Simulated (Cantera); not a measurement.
Feed: 1 mol SiHCl₃, 1.7 mol N₂, equilibrated at 550 °C and 13.3 mbar.

These are equilibrium values from Cantera (NASA tables, ideal gas, pure condensed phases), not measurements of a reactor. Candidate condensed phases: NH₄Cl, Si, Si₃N₄; 28 gas species. N₂ is the only nitrogen source here; it is nearly inert below about 1500 K, so the nitride shown seldom forms there in practice. The numbers say what is thermodynamically allowed, not how fast it happens.

Base state: N₂ 0.502, HCl 0.230, SiCl₄ 0.207, H₂ 0.0610, SiHCl₃ 6.61e-5 (mole fractions); condensed: Si₃N₄(s).

### Question
What changes in the equilibrium state with this change: N₂ from 1.7 to 5.6 mol?

### Answer
```
species         before    after
-------------  -------  -------
N₂               0.502    0.787
HCl              0.230    0.110
SiCl₄            0.207   0.0836
H₂              0.0610   0.0190
SiHCl₃         6.61e-5  1.73e-5
Si₃N₄(s), mol    0.138    0.145
```
